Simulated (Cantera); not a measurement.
# Low-pressure radical oxidation in H2/O2

An isothermal, constant-pressure homogeneous reactor starts with 20.3 % H₂, 72.5 % O₂, 7.25 % N₂, equivalence ratio 0.14, at 1023 K and 2.63 Torr.

Computed with Cantera and the H2/O2 subset of GRI-Mech 3.0, which has no nitrogen chemistry. Radical loss at walls, strong at low pressure, is not modelled. The temperature is held fixed by assumption; the heat of reaction is taken as removed at once.

```json
[
 {"t (s)": "6.00e-5", "x H₂": "0.203", "x O₂": "0.725", "x O": "2.03e-12", "x OH": "1.75e-12", "x H": "4.00e-11", "x HO₂": "4.16e-11"},
 {"t (s)": "0.000151", "x H₂": "0.203", "x O₂": "0.725", "x O": "1.18e-11", "x OH": "8.63e-12", "x H": "9.86e-11", "x HO₂": "1.05e-10"},
 {"t (s)": "0.000382", "x H₂": "0.203", "x O₂": "0.725", "x O": "6.62e-11", "x OH": "3.71e-11", "x H": "2.62e-10", "x HO₂": "2.64e-10"},
 {"t (s)": "0.000962", "x H₂": "0.203", "x O₂": "0.725", "x O": "4.05e-10", "x OH": "1.83e-10", "x H": "9.96e-10", "x HO₂": "6.68e-10"},
 {"t (s)": "0.00243", "x H₂": "0.203", "x O₂": "0.725", "x O": "5.80e-9", "x OH": "2.44e-9", "x H": "1.22e-8", "x HO₂": "1.72e-9"},
 {"t (s)": "0.00612", "x H₂": "0.203", "x O₂": "0.725", "x O": "2.15e-6", "x OH": "8.99e-7", "x H": "4.44e-6", "x HO₂": "1.98e-8"},
 {"t (s)": "0.0154", "x H₂": "0.0269", "x O₂": "0.639", "x O": "0.0387", "x OH": "0.00645", "x H": "0.0860", "x HO₂": "2.99e-6"},
 {"t (s)": "0.0389", "x H₂": "0.00753", "x O₂": "0.637", "x O": "0.0448", "x OH": "0.00441", "x H": "0.0644", "x HO₂": "3.31e-6"},
 {"t (s)": "0.0981", "x H₂": "0.00470", "x O₂": "0.664", "x O": "0.0250", "x OH": "0.00353", "x H": "0.0276", "x HO₂": "3.64e-6"},
 {"t (s)": "0.247", "x H₂": "0.00127", "x O₂": "0.687", "x O": "0.00638", "x OH": "0.00182", "x H": "0.00350", "x HO₂": "3.28e-6"},
 {"t (s)": "0.624", "x H₂": "0.000154", "x O₂": "0.693", "x O": "0.000762", "x OH": "0.000619", "x H": "0.000141", "x HO₂": "1.62e-6"},
 {"t (s)": "1.57", "x H₂": "1.88e-5", "x O₂": "0.693", "x O": "9.47e-5", "x OH": "0.000218", "x H": "6.16e-6", "x HO₂": "4.30e-7"},
 {"t (s)": "3.97", "x H₂": "3.32e-6", "x O₂": "0.693", "x O": "1.73e-5", "x OH": "9.34e-5", "x H": "4.81e-7", "x HO₂": "1.03e-7"},
 {"t (s)": "10.0", "x H₂": "7.97e-7", "x O₂": "0.694", "x O": "4.27e-6", "x OH": "4.64e-5", "x H": "5.90e-8", "x HO₂": "2.87e-8"}
]
```
x: mole fraction; the columns are a selection and need not sum to one.

Equilibrium at this temperature and pressure: H₂ 7.88e-10, O₂ 0.694, O 4.41e-9, OH 1.49e-6, H 1.98e-12, HO₂ 1.19e-9 (gas phase only).
